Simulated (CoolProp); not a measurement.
Saturation properties of tetrahydrofuran.

The numbers come from the reference Helmholtz-energy equation of state, Fiedler 2023 in CoolProp.

```csv
T (K),p (kPa),vapour density (kg/m³),enthalpy of vaporisation (kJ/kg),liquid cp (kJ/(kg K))
267.1,[?],0.1489,467.4,1.620
290.2,15.09,0.4538,451.3,1.696
313.2,[?],1.133,435.1,1.780
336.3,92.53,2.450,418.4,1.873
359.3,187.0,4.724,400.8,1.971
382.4,[?],8.387,381.8,2.076
405.5,586.0,13.96,360.8,2.189
428.5,935.6,22.10,337.2,2.314
```

Complete the blanks.


- 267.1, p (kPa): 4.576
- 313.2, p (kPa): 40.34
- 382.4, p (kPa): 344.2

It boils at 339.1 K under 1 atm.
